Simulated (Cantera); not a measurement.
Charge: 1 mol BCl3, 13 mol H2O, equilibrated at 0.870 bar.

Equilibrium computed with Cantera from the NASA thermochemical tables; the gas is ideal and each condensed phase is pure. Candidate condensed phases: B, B2O3, B3O3H3, H2O; 33 gas species. Gases not in the tables: H3BO3. Rates play no part. All values below are at 1223 K.

Base state: H2O 0.784, HCl 0.207, (HBO2)3 0.00696, HBO2 0.00109, H2 1.54e-5, Cl 1.47e-5 (mole fractions); condensed: B2O3(l).

**Question.** What changes in the equilibrium state with this change: pressure from 0.870 bar to 0.133 bar?

**Answer.** 
```json
[
 {"species": "H2O", "before": "0.784", "after": "0.788"},
 {"species": "HCl", "before": "0.207", "after": "0.207"},
 {"species": "HBO2", "before": "0.00109", "after": "0.00279"},
 {"species": "(HBO2)3", "before": "0.00696", "after": "0.00274"},
 {"species": "Cl", "before": "1.47e-5", "after": "2.95e-5"},
 {"species": "H2", "before": "1.54e-5", "after": "2.48e-5"},
 {"species": "B2O3(l), mol", "before": "0.341", "after": "0.420"}
]
```
